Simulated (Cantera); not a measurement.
## BF3 + NH3 + H2 + H2O (boron, boron nitride and boron oxide)

Charge: 1 mol BF3, 0.15 mol NH3, a varied amount of H2, 1.7 mol H2O, held at 1650 K and 0.00240 bar.

Cantera equilibrium calculation (NASA polynomials, part measured and part estimated; ideal gas, pure solids and liquids). Candidate condensed phases: B, BN, B2O3, B3O3H3, H2O; 62 gas species. Gases not in the tables: H3BO3. Rates play no part.

```csv
n(H2) (mol),log p H2,log p HF,log p BOF,log p H2O,log p HBO2,log p N2
1.5,-3.12,-3.04,-3.41,-3.58,-4.38,-4.48
3.3,-2.94,-3.16,-3.53,-3.70,-4.51,-4.61
7.5,-2.79,-3.36,-3.73,-3.90,-4.70,-4.81
17,-2.71,-3.62,-3.99,-4.16,-4.97,-5.07
38,-2.66,-3.92,-4.29,-4.46,-5.27,-5.37
85,-2.64,-4.25,-4.62,-4.79,-5.60,-5.69
190,-2.63,-4.58,-4.97,-5.12,-5.95,-6.03
```
log p: log10 of the partial pressure in bar; nothing condenses.

From 1.5 mol H2 to 190 mol H2 nothing is condensed.
